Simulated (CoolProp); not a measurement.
Values from CoolProp's reference Helmholtz-energy equation of state, Gedanitz 2015.

### Question
For cyclopentane, give the phase and the density (kg/m³), cp (kJ/(kg K)), Joule-Thomson coefficient (K/MPa), isothermal compressibility (1/MPa) at 514.3 K and 0.448 MPa.

### Answer
- 514.3 K and 0.448 MPa: gas; density 7.61, cp 2.24, Joule-Thomson coefficient 7.14, isothermal compressibility 2.31
